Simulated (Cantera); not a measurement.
A freely propagating, adiabatic, planar premixed flame of 9.47 % CO, 0.540 % H2, 4.83 % CH4, 17.9 % O2, 67.3 % N2, equivalence ratio 0.82, unburnt at 523 K and 7350 Torr; mixture-averaged transport, grid criteria slope 0.08 and curve 0.16, no radiation.

Model: GRI-Mech 3.0 (53 species, 325 reactions), integrated in Cantera. Burning velocities carry a grid error of a few per cent, more on coarse grids.

x: mole fraction of selected species; z is measured from the peak of heat release.

```csv
z (mm),T (K),u (m/s),x CO,x H2,x CH4,x HO2,x C2H4,x HCO
-0.198,524,0.465,0.0947,0.00539,0.0483,1.64e-7,2.20e-8,<1e-8
-0.132,528,0.468,0.0947,0.00539,0.0481,1.14e-6,1.87e-7,<1e-8
-0.0990,540,0.479,0.0945,0.00538,0.0476,4.39e-6,8.43e-7,<1e-8
-0.0660,604,0.537,0.0935,0.00537,0.0452,2.66e-5,6.23e-6,<1e-8
-0.0330,954,0.849,0.0878,0.00536,0.0320,0.000208,5.82e-5,4.56e-8
-0.0165,1341,1.19,0.0805,0.00533,0.0172,0.000324,0.000120,2.51e-6
0,1747,1.53,0.0660,0.00451,0.00319,0.000186,5.37e-5,1.22e-5
0.0165,1958,1.70,0.0436,0.00289,0.000104,5.35e-5,8.67e-7,1.94e-6
0.0330,2064,1.77,0.0286,0.00229,2.01e-6,2.97e-5,<1e-8,1.17e-7
0.0660,2172,1.85,…,…,<1e-8,…,<1e-8,…
0.132,2250,1.91,0.00816,0.000921,<1e-8,6.98e-6,<1e-8,<1e-8
0.264,2289,1.94,0.00423,0.000506,<1e-8,4.46e-6,<1e-8,<1e-8
0.528,2299,1.94,…,…,<1e-8,…,<1e-8,<1e-8
```

Q: Fill in the missing entries.

A: 
- 0.0660, x CO: 0.0159
- 0.0660, x H2: 0.00165
- 0.0660, x HO2: 1.46e-5
- 0.0660, x HCO: 1.91e-8
- 0.528, x CO: 0.00307
- 0.528, x H2: 0.000391
- 0.528, x HO2: 3.94e-6
